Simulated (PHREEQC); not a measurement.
TMAH is added in steps, without added water, to 1 kg of water holding 0.076 mol CuSO4, at 25 °C. Oxygen is held at 0.21 atm. CO2 from the air is kept out. Nothing may precipitate in this run.

Base run: PHREEQC, ion-association model, wateq4f.dat. Each further column changes one thing. The table gives pH.

| TMAH added (mol) | base | CuSO4 from 0.076 to 0.114 mol/kgw | CuSO4 from 0.076 to 0.0836 mol/kgw | solids may form |
|---|---|---|---|---|
| 0 | 4.56 | ? | 4.55 | ? |
| 0.02375 | 6.02 | 5.82 | 5.97 | 4.02 |
| 0.0475 | 6.45 | ? | ? | 4.14 |
| 0.07125 | 7.09 | 6.43 | 6.87 | 4.34 |
| 0.095 | 7.88 | 6.82 | 7.67 | 4.85 |
| 0.1187 | 8.32 | 7.47 | 8.16 | 8.74 |
| 0.1425 | 8.78 | 7.98 | ? | 8.77 |
| 0.1663 | 11.77 | 8.30 | 9.37 | 11.99 |
| 0.19 | 12.14 | 8.56 | 11.93 | 12.42 |

Task: Complete the blanks.

Result: 
- 0, CuSO4 from 0.076 to 0.114 mol/kgw: 4.51
- 0, solids may form: 3.94
- 0.0475, CuSO4 from 0.076 to 0.114 mol/kgw: 6.13
- 0.0475, CuSO4 from 0.076 to 0.0836 mol/kgw: 6.36
- 0.1425, CuSO4 from 0.076 to 0.0836 mol/kgw: 8.52

In at least one series the solution becomes supersaturated in solids that the run did not let form, among them Cu(OH)2, Brochantite, Antlerite. (CH3)4N+ isn't in the database: it is added as a free cation with an ion size of 4 Å. The database's constant for dissolved Cu(OH)2 is higher than later reviews accept. Solids allowed in the column 'solids may form': Cu(OH)2, Brochantite, Antlerite, Chalcanthite.
